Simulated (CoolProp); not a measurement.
Methane along the isotherm 142.1 K: Z from the reference equation and from simpler models built on Tc = 190.6 K, pc = 4.599 MPa, ω = 0.011; each cubic takes its own stable root.

Computed with CoolProp (reference Helmholtz-energy equation of state, Setzmann 1991).

```csv
p (MPa),phase,reference
0.144,gas,0.9751
0.287,gas,0.9490
0.431,gas,0.9211
0.575,gas,0.8914
0.862,liquid,0.03135
1.01,liquid,0.03671
1.15,liquid,0.04176
1.29,liquid,0.04682
1.44,liquid,0.05222
1.58,liquid,0.05726
1.72,liquid,0.06229
1.87,liquid,0.06767
2.01,liquid,0.07269
2.16,liquid,0.07805
2.3,liquid,0.08306
```

### Question
How far does each simpler model (Redlich-Kwong, Peng-Robinson) lie from the reference over these 15 states: mean and median of the absolute difference, and the worst?

### Answer
- Redlich-Kwong: mean 1.4 %, median 1.7 %, worst +2.0 % at 142.1 K and 0.862 MPa
- Peng-Robinson: mean 6.8 %, median 9.2 %, worst -9.3 % at 142.1 K and 2.3 MPa
